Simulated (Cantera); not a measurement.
An isothermal, constant-pressure homogeneous reactor starts with NH3 : H2 = 1 : 0.35 (molar parts), at 1575 K and 1.00 bar. Integrator tolerance rtol = 1e-08.

Computed with Cantera and the gas-phase N/H chemistry of the illustrative SiF4/NH3 mechanism in the Surface Chemkin manual (1991). Walls and surfaces, which speed up NH3 decomposition in real reactors, are not modelled.

Task: What does this change do: temperature 1575 to 2100 K?

Result: 
| quantity | before | after |
|---|---|---|
| x(NH3) at 3.00 s | 0.573 (gas-phase equilibrium 1.59e-5) | 3.45e-5 (gas-phase equilibrium 5.49e-6) |
| x(H2) at 3.00 s | 0.379 (gas-phase equilibrium 0.787) | 0.785 (gas-phase equilibrium 0.785) |
| x(NH) at 3.00 s | 1.52e-7 (gas-phase equilibrium 6.53e-12) | 3.74e-8 (gas-phase equilibrium 5.94e-9) |
| x(N2H4) at 3.00 s | 1.03e-7 (gas-phase equilibrium <1e-12) | <1e-12 (gas-phase equilibrium <1e-12) |
| x(N2) at 3.00 s | 0.0482 (gas-phase equilibrium 0.213) | 0.212 (gas-phase equilibrium 0.212) |
| x(NH2) at 3.00 s | 5.13e-5 (gas-phase equilibrium 1.75e-9) | 3.67e-7 (gas-phase equilibrium 5.84e-8) |
| x(N2H2) at 3.00 s | 1.96e-7 (gas-phase equilibrium <1e-12) | 1.89e-12 (gas-phase equilibrium <1e-12) |

Task: What does this change do: pressure from 1.00 bar to 0.0890 bar?

Result: 
```csv
quantity,before,after
x(NH3) at 3.00 s,0.573 (gas-phase equilibrium 1.59e-5),0.696 (gas-phase equilibrium 1.41e-6)
x(H2) at 3.00 s,0.379 (gas-phase equilibrium 0.787),0.291 (gas-phase equilibrium 0.787)
x(NH) at 3.00 s,1.52e-7 (gas-phase equilibrium 6.53e-12),3.80e-7 (gas-phase equilibrium 6.53e-12)
x(N2H4) at 3.00 s,1.03e-7 (gas-phase equilibrium <1e-12),2.85e-8 (gas-phase equilibrium <1e-12)
x(N2) at 3.00 s,0.0482 (gas-phase equilibrium 0.213),0.0127 (gas-phase equilibrium 0.213)
x(NH2) at 3.00 s,5.13e-5 (gas-phase equilibrium 1.75e-9),9.08e-5 (gas-phase equilibrium 5.22e-10)
x(N2H2) at 3.00 s,1.96e-7 (gas-phase equilibrium <1e-12),6.90e-7 (gas-phase equilibrium <1e-12)
```
